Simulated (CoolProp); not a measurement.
A single-stage vapour-compression cycle with R143a: evaporating at 202.15 K (dew point), condensing at 258.15 K (bubble point), superheat 5 K, subcooling 8 K, compressor efficiency 0.8, no pressure losses. Each further row changes one setting.

Values from CoolProp's reference Helmholtz-energy equation of state, Lemmon and Jacobsen 2000.

| case | cooling COP | pressure ratio | discharge temperature (K) | refrigerating effect (kJ/kg) | volumetric capacity (kJ/m³) |
|---|---|---|---|---|---|
| as stated | 2.40 | 13.4 | 303.5 | 182 | 255 |
| evaporating temperature 207.15 K | 2.77 | ? | 298.0 | ? | 343 |
| condensing temperature 253.15 K | 2.70 | 11.2 | 296.4 | 189 | 265 |
| subcooling 13 K | ? | 13.4 | 303.5 | 189 | 265 |
| superheat 15 K | 2.39 | 13.4 | 314.8 | 190 | 253 |
| compressor efficiency 0.7 | 2.10 | 13.4 | 314.2 | 182 | 255 |

Task: Some entries are withheld; supply them.

Result: 
- evaporating temperature 207.15 K, pressure ratio: 9.95
- evaporating temperature 207.15 K, refrigerating effect (kJ/kg): 185
- subcooling 13 K, cooling COP: 2.49
